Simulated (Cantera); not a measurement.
An adiabatic, constant-volume homogeneous reactor starts with 18.5 % H2, 17.1 % O2, 64.4 % N2, equivalence ratio 0.54, at 1450 K and 1.00 bar.

Cantera simulation using GRI-Mech 3.0 (53 species, 325 reactions); the numbers are that mechanism's predictions, not measurements.

### Question
Predict: time of steepest temperature rise; temperature at 2.00 s; equilibrium temperature; x(H2) at 2.00 s; x(O2) at 2.00 s; x(O) at 2.00 s; x(NO) at 2.00 s; x(H2O) at 2.00 s; x(OH) at 2.00 s; x(N2O) at 2.00 s.

### Answer
```
Quantity                                                            Result
---------------------------------  ---------------------------------------
time of steepest temperature rise                                  16.4 µs
temperature at 2.00 s                                               2709 K
equilibrium temperature                                             2709 K
x(H2) at 2.00 s                    0.00776 (gas-phase equilibrium 0.00776)
x(O2) at 2.00 s                      0.0717 (gas-phase equilibrium 0.0717)
x(O) at 2.00 s                     0.00769 (gas-phase equilibrium 0.00769)
x(NO) at 2.00 s                      0.0177 (gas-phase equilibrium 0.0177)
x(H2O) at 2.00 s                       0.179 (gas-phase equilibrium 0.179)
x(OH) at 2.00 s                      0.0236 (gas-phase equilibrium 0.0236)
x(N2O) at 2.00 s                   1.21e-6 (gas-phase equilibrium 1.21e-6)
```
